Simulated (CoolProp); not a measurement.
Vapour-liquid equilibrium of CHF3 (R23) (1) + propylene (2) at 182.1 K; x and y are mole fractions of (1).

The numbers come from the multi-fluid Helmholtz-energy mixture model, Penoncello 2003 and Lemmon 2013; pair parameters Bell 2016 in CoolProp.

```json
[
 {"x": "0.05", "bubble pressure (MPa)": "0.02029", "y at the bubble point": "0.615", "dew pressure at overall composition x (MPa)": "0.008531", "liquid density (mol/L)": "15.90"},
 {"x": "0.15", "bubble pressure (MPa)": "0.03704", "y at the bubble point": "0.804", "dew pressure at overall composition x (MPa)": "0.009509", "liquid density (mol/L)": "16.28"},
 {"x": "0.25", "bubble pressure (MPa)": "0.04646", "y at the bubble point": "0.853", "dew pressure at overall composition x (MPa)": "0.01074", "liquid density (mol/L)": "16.68"},
 {"x": "0.35", "bubble pressure (MPa)": "0.05129", "y at the bubble point": "0.873", "dew pressure at overall composition x (MPa)": "0.01233", "liquid density (mol/L)": "17.11"},
 {"x": "0.45", "bubble pressure (MPa)": "0.05351", "y at the bubble point": "0.882", "dew pressure at overall composition x (MPa)": "0.01448", "liquid density (mol/L)": "17.57"},
 {"x": "0.55", "bubble pressure (MPa)": "0.05449", "y at the bubble point": "0.887", "dew pressure at overall composition x (MPa)": "0.01752", "liquid density (mol/L)": "18.07"},
 {"x": "0.65", "bubble pressure (MPa)": "0.05511", "y at the bubble point": "0.891", "dew pressure at overall composition x (MPa)": "0.02215", "liquid density (mol/L)": "18.63"},
 {"x": "0.75", "bubble pressure (MPa)": "0.05590", "y at the bubble point": "0.898", "dew pressure at overall composition x (MPa)": "0.03001", "liquid density (mol/L)": "19.24"},
 {"x": "0.85", "bubble pressure (MPa)": "0.05705", "y at the bubble point": "0.915", "dew pressure at overall composition x (MPa)": "0.04568", "liquid density (mol/L)": "19.93"},
 {"x": "0.95", "bubble pressure (MPa)": "0.05820", "y at the bubble point": "0.958", "dew pressure at overall composition x (MPa)": "0.05809", "liquid density (mol/L)": "20.71"}
]
```

No azeotrope shows between x = 0.05 and 0.95.

Pair parameters are fitted to limited data, so mixtures are less certain than the pure fluids. With so large a gap from Raoult's law the liquid may split in two, which this calculation doesn't test in full.
